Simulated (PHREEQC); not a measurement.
Dissolve 0.015 mol Cu(BF4)2, 0.98 mol HCl and 7.2e-05 mol H3BO3 per kg of water at 84 °C. Closed to the air; pH follows from the charge balance.

All values are PHREEQC results (ion-association model, wateq4f.dat), not measurements.

This is a speciation only: nothing precipitates in the calculation.

Question: What pH, activity of water, ionic strength does the model give?

Answer: pH 0.15; activity of water 0.966; ionic strength 0.989 mol/kgw.

Question: In which forms is Cu present?

Answer: CuCl+ 70 %, CuCl2 16 %, Cu+2 14 % of the Cu.

Ionic strength above about 0.7 mol/kgw puts this run outside the model's range. Constants without temperature data keep their 25 °C values here. Real BF4- forms and hydrolyses slowly; the run takes it at equilibrium.
